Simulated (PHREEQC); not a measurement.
Dissolve 0.0024 mol/kgw HNO3, 7.7e-05 mol/kgw Al(NO3)3 and 1.2e-05 mol/kgw CO2 at 25 °C. Closed to the air; pH follows from the charge balance.

Model: ion-association model, phreeqc.dat, run in PHREEQC.

Each row changes one thing in this solution. No solid was allowed to form.

```
case                                   pH  ionic strength (mol/kgw)  AlOH+2 (mol/kgw)  HCO3- (mol/kgw)  Al(OH)2+ (mol/kgw)  SI of Gibbsite (Al(OH)3)
-----------------------------------  ----  ------------------------  ----------------  ---------------  ------------------  ------------------------
as made                              2.64                   0.00286           2.59e-7          2.49e-9            7.51e-10                     -4.51
HNO3 from 0.0024 to 0.00024 mol/kgw  3.63                  0.000696           2.71e-6          2.32e-8             8.25e-8                     -1.47
HNO3 from 0.0024 to 0.00264 mol/kgw  2.60                   0.00310           2.34e-7          2.27e-9            6.14e-10                     -4.64
HNO3 left out                        4.57                  0.000412           1.78e-5          1.98e-7             4.81e-6                     +1.24
0.00088 mol/kgw NaHCO3 added         2.84                   0.00286           4.08e-7          2.92e-7             1.87e-9                     -3.91
temperature from 25 to 35 °C         2.64                   0.00286           4.86e-7          2.74e-9             3.20e-9                     -3.97
HNO3 from 0.0024 to 0.0036 mol/kgw   2.47                   0.00406           1.68e-7          1.69e-9            3.17e-10                     -5.06
```

Some of these states are supersaturated (in Gibbsite (slow to form), for instance).
